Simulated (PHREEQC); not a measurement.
**Spent oxide etchant: speciation**

Make-up at 25 °C: 3.2 mmol/kgw HF, 64 mmol/kgw (NH4)2SiF6 and 0.72 mmol/kgw H3PO4. Closed to the air; pH follows from the charge balance.

Computed with PHREEQC (ion-association model, phreeqc.dat).

```json
{
 "pH": "2.81",
 "ionic_strength": "0.194 mol/kgw",
 "density": "1.003 g/cm³",
 "total_alkalinity": "-260 meq/kg"
}
```

| species | molality | activity | log γ |
|---|---|---|---|
| NH4+ | 0.128 | 0.0876 | -0.165 |
| SiF6-2 | 0.0637 | 0.0192 | -0.521 |
| HF | 0.00307 | 0.00320 | 0.019 |
| H+ | 0.00196 | 0.00156 | -0.098 |
| F- | 0.00193 | 0.00137 | -0.149 |
| H2PO4- | 0.000618 | 0.000463 | -0.126 |
| H4SiO4 | 0.000306 | 0.000320 | 0.019 |
| H3PO4 | 0.000102 | 0.000106 | 0.019 |

This is a speciation only: nothing precipitates in the calculation. Saturation is exceeded, for instance for Quartz (slow to form), Chalcedony (slow to form); the values hold only as long as no solid forms. Complexes and solids missing from the database can't appear. SiF6-2 is the database's only silicon fluoride.
